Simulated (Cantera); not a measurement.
Charge: 1 mol Fe3O4, 4.7 mol C, 1.8 mol N2, at 17.0 Pa.

These are equilibrium values from Cantera (NASA tables, ideal gas, pure condensed phases), not measurements of a reactor. Candidate condensed phases: C, Fe, Fe(CO)5, FeO, Fe2O3, Fe3O4; 27 gas species. Iron dissolves carbon and melts from about 1420 K in contact with it, which pure phases cannot show. Condensed phases not in the tables: cementite and carbon dissolved in iron. Rates play no part.

x: gas mole fraction; n: condensed amount in mol.

```csv
T (K),x CO,x Fe,x N2,x CN,n C(graphite),n Fe(α),n Fe(γ),n Fe(δ)
973,0.690,2.24e-11,0.310,<1e-12,0.700,3.00,0,0
1073,0.690,2.44e-9,0.310,<1e-12,0.700,3.00,0,0
1173,0.690,1.15e-7,0.310,<1e-12,0.700,3.00,0,0
1273,0.690,2.93e-6,0.310,7.46e-12,0.700,0,3.00,0
1373,0.690,4.59e-5,0.310,1.52e-10,0.700,0,3.00,0
1473,0.689,0.000492,0.310,2.05e-9,0.700,0,3.00,0
1573,0.687,(withheld),0.309,(withheld),0.700,0,2.98,0
1673,0.673,0.0236,0.303,1.43e-7,0.700,0,0,2.86
1773,0.609,0.116,0.274,7.98e-7,0.700,0,0,2.24
1873,0.455,0.341,0.205,3.33e-6,0.700,0,0,0
1973,0.455,0.341,0.205,(withheld),0.700,0,0,0
2073,0.455,0.341,0.205,4.91e-5,0.700,0,0,0
2173,0.455,0.341,0.204,0.000156,0.698,0,0,0
```

**Question.** What belongs in the gaps?

**Answer.** 
- 1573, x Fe: 0.00387
- 1573, x CN: 1.97e-8
- 1973, x CN: 1.37e-5
